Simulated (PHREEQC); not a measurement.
Make-up at 25 °C: 1.74 mmol/kgw K2CO3. Closed to the air; pH follows from the charge balance.

All values are PHREEQC results (ion-association model, wateq4f.dat), not measurements.

Q: The ionic strength comes out as 0.00474 mol/kgw. What activity coefficients do HCO3-, OH-, CO3-2, K+ get?

A: HCO3- 0.93, OH- 0.93, CO3-2 0.75, K+ 0.93.

This is a speciation only: nothing precipitates in the calculation.
